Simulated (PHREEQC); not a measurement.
Solution (49 °C): 0.41 mmol/kgw HF, 0.49 mmol/kgw CsF and 130 mmol/kgw (NH4)2SiF6. Closed to the air; pH follows from the charge balance.

The numbers come from PHREEQC with the ion-association model, wateq4f.dat.

```
Item                       Value
-----------------  -------------
pH                          3.10
ionic strength     0.390 mol/kgw
activity of water          0.993
total alkalinity     -520 meq/kg
```

```
species  molality  activity   log γ
-------  --------  --------  ------
NH4+        0.260     0.187  -0.143
SiF6-2      0.129    0.0286  -0.654
HF        0.00430   0.00471   0.039
F-        0.00396   0.00254  -0.193
H4SiO4    0.00126   0.00138   0.039
H+        0.00103  0.000787  -0.116
```

No solid was allowed to form. Saturation is exceeded, for instance for Quartz (slow to form), Chalcedony (slow to form); the values hold only as long as no solid forms. Away from 25 °C the constants follow the database's enthalpies or fits; those with neither stay at their 25 °C values. SiF6-2 is the database's only silicon fluoride.
